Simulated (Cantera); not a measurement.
Equilibrium for carbon deposition, reforming and gasification: C2H6 + NH3 + N2

A closed system holds: 1 mol C2H6, 0.013 mol NH3, 13 mol N2, equilibrated at 1000 Pa.

Equilibrium computed with Cantera from the NASA thermochemical tables; the gas is ideal and each condensed phase is pure. Candidate condensed phases: C, C6H6, C7H8, C8H18; 92 gas species. Rates play no part.

```
T (K)   x N2   x H2       x H     x HCN     x HNC  x C2H2 (acetylene)  n C(graphite)
-----  -----  -----  --------  --------  --------  ------------------  -------------
1423   0.811  0.188   2.88e-5  0.000233   3.02e-6             6.46e-7           2.00
1523   0.811  0.188  0.000100  0.000485   8.80e-6             2.22e-6           1.99
1623   0.811  0.188  0.000299  0.000919   2.24e-5             6.54e-6           1.98
1723   0.810  0.187  0.000789   0.00161   5.11e-5             1.69e-5           1.97
1823   0.809  0.186   0.00187   0.00266  0.000106             3.93e-5           1.95
1923   0.808  0.184   0.00404   0.00414  0.000204             8.29e-5           1.93
2023   0.805  0.180   0.00806   0.00614  0.000364            0.000161           1.89
2123   0.801  0.175    0.0150   0.00870  0.000610            0.000289           1.84
2223   0.795  0.166    0.0261    0.0118  0.000963            0.000482           1.78
```
x: gas mole fraction; n: condensed amount in mol.

From 1423 K to 2223 K the condensed part is C(graphite). The main C-bearing gas is HCN throughout. The share of C in condensed phases is highest at 1423 K (99.8 %) and lowest at 2223 K (88.8 %).
